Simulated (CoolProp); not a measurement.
A Linde-Hampson liquefier for ethylene: isothermal reversible compression at 320 K from 1 atm to 10 MPa, throttling to 1 atm, return gas leaving the recuperator 2 K below the feed. Each further row changes one setting.

Computed with CoolProp (reference Helmholtz-energy equation of state, Smukala 2000).

```json
[
 {"case": "as stated", "liquid yield per pass": "0.317", "compression work (kJ/kg of gas)": "386"},
 {"case": "high pressure 20 MPa", "liquid yield per pass": "[?]", "compression work (kJ/kg of gas)": "[?]"},
 {"case": "warm-end temperature 350 K", "liquid yield per pass": "[?]", "compression work (kJ/kg of gas)": "[?]"},
 {"case": "warm-end gap 7 K", "liquid yield per pass": "0.309", "compression work (kJ/kg of gas)": "386"}
]
```

Task: Complete the blanks.

Result: 
- high pressure 20 MPa, liquid yield per pass: 0.414
- high pressure 20 MPa, compression work (kJ/kg of gas): 418
- warm-end temperature 350 K, liquid yield per pass: 0.197
- warm-end temperature 350 K, compression work (kJ/kg of gas): 440
